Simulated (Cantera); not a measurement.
Input (Python, Cantera) and output of one run.

```python
import numpy as np
import cantera as ct

gas_names = [...]  # 110 gases of nasa_gas.yaml made of C, H, O
cond_names = """
    C(gr) C6H6(L) C7H8(L) C8H18(L),n-octa H2O(s) H2O(L)
""".split()


# ... load() reads the species with a 1 bar reference pressure and builds the phases ...
atoms = {
    'CH3OH': {'C': 1, 'H': 4, 'O': 1},
    'H2O': {'H': 2, 'O': 1},
}
top_T = {'C(gr)': 4500}  # K; cautious upper limits of use, not melting points


# ... equilibrate(T, P, feed) seeds the gas with the atoms and calls Mixture.equilibrate('TP', solver="vcs", rtol=1e-11, max_steps=5000) ...
results = []
feed = {'CH3OH': 1, 'H2O': 4.2}  # mol
P = 1000  # Pa
for T in [1273, 1373, 1473, 1573, 1673, 1773, 1873, 1973, 2073, 2173, 2273, 2373]:
    mix = equilibrate(T, P, feed)
    results.append((T, P, feed, dict(zip(mix.species_names, mix.species_moles))))

top = {s: max(r[3][s] / sum(r[3][g] for g in gas_names) for r in results) for s in gas_names}
cols = sorted((s for s in top if top[s] > 1e-06), key=lambda s: -top[s])[:6]
seen = [c for c in cond_names if any(r[3].get(c, 0) > 1e-12 for r in results)]
print("log10 of partial pressures in bar; condensed amounts in mol")
print(f"{'T/K':>10s}" + "".join(f"{s[:9]:>10s}" for s in cols + seen))
for T, P, feed, n in results:
    ng = sum(n[g] for g in gas_names)
    print(f"{T:10.4g}" + "".join(f"{np.log10(max(n[s] / ng * P / 1e5, 1e-99)):10.3f}" for s in cols)
          + "".join(f"{n.get(c, 0):10.4g}" for c in seen))
```

Result:

```
log10 of partial pressures in bar; condensed amounts in mol
       T/K       H2O        H2        CO         H       CO2        OH
      1273    -2.286    -2.464    -3.138    -7.379    -3.180    -9.140
      1373    -2.281    -2.472    -3.101    -6.713    -3.224    -8.271
      1473    -2.277    -2.479    -3.073    -6.137    -3.265    -7.520
      1573    -2.273    -2.485    -3.051    -5.633    -3.301    -6.864
      1673    -2.270    -2.490    -3.034    -5.188    -3.334    -6.287
      1773    -2.268    -2.495    -3.020    -4.793    -3.363    -5.774
      1873    -2.267    -2.500    -3.009    -4.440    -3.390    -5.317
      1973    -2.267    -2.506    -3.001    -4.123    -3.414    -4.906
      2073    -2.269    -2.514    -2.996    -3.837    -3.436    -4.536
      2173    -2.275    -2.525    -2.993    -3.579    -3.458    -4.202
      2273    -2.287    -2.539    -2.993    -3.345    -3.483    -3.902
      2373    -2.312    -2.557    -2.996    -3.133    -3.517    -3.639
```

Equilibrium computed with Cantera from the NASA thermochemical tables; the gas is ideal and each condensed phase is pure.
